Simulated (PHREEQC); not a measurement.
A solution holds 91 mmol/kgw HF, 0.075 mmol/kgw NH4F, 0.06 mmol/kgw (NH4)2SiF6 and 0.065 mmol/kgw HCl, at 20 °C. Closed to the air; pH follows from the charge balance.

All values are PHREEQC results (ion-association model, wateq4f.dat), not measurements.

Q: The ionic strength comes out as 0.00821 mol/kgw. What activity coefficients do Cl-, HF2-, SiF6-2, F-, NH4+ get?

A: Cl- 0.91, HF2- 0.91, SiF6-2 0.69, F- 0.91, NH4+ 0.91.

No solid was allowed to form. Species that the database lacks are ignored. wateq4f.dat counts part of the HF as a dimer, H2F2, which phreeqc.dat doesn't know; its constant is uncertain. SiF6-2 is the database's only silicon fluoride.
